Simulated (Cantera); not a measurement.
**Hydrocarbon pyrolysis for carbon deposition**

An isothermal, constant-pressure homogeneous reactor starts with C2H6 : H2 = 1 : 13 (molar parts), at 1475 K and 0.0109 atm.

Model: GRI-Mech 3.0 (53 species, 325 reactions), integrated in Cantera. GRI-Mech 3.0 stops at C3 and has no aromatics, soot or wall deposition, so with more carbon than oxygen in the feed, carbon stays in small species such as C2H2 where larger ones or solid carbon would form. Radical loss at walls, strong at low pressure, is not modelled.

```csv
t (s),x C2H6,x H2,x CH4,x C2H2,x C2H,x CH3
3.00e-5,0.0713,0.928,2.77e-5,1.04e-11,<1e-12,0.000185
0.000104,0.0708,0.928,0.000269,7.79e-9,<1e-12,0.000476
0.000358,0.0665,0.927,0.00239,4.00e-6,2.57e-12,0.00135
0.00124,0.0390,0.914,0.0250,0.000404,7.15e-10,0.00420
0.00428,0.00128,0.893,0.0716,0.00745,1.74e-8,0.00230
0.0148,4.75e-5,0.895,0.0733,0.0162,1.15e-8,0.000653
0.0510,1.28e-5,0.896,0.0729,0.0223,5.89e-9,0.000242
0.176,4.72e-6,0.896,0.0723,0.0272,3.77e-9,0.000126
0.609,4.16e-6,0.897,0.0716,0.0306,4.13e-9,0.000121
2.11,4.26e-6,0.898,0.0695,0.0318,4.55e-9,0.000125
7.27,3.61e-6,0.902,0.0630,0.0347,5.07e-9,0.000116
25.1,2.18e-6,0.911,0.0467,0.0418,6.55e-9,9.17e-5
86.8,6.06e-7,0.925,0.0222,0.0526,9.46e-9,5.02e-5
300,8.10e-8,0.933,0.00695,0.0592,1.20e-8,1.76e-5
```
x: mole fraction; the columns are a selection and need not sum to one.

Equilibrium at this temperature and pressure: C2H6 2.46e-8, H2 0.936, CH4 0.00274, C2H2 0.0611, C2H 1.26e-8, CH3 7.12e-6 (gas phase only).
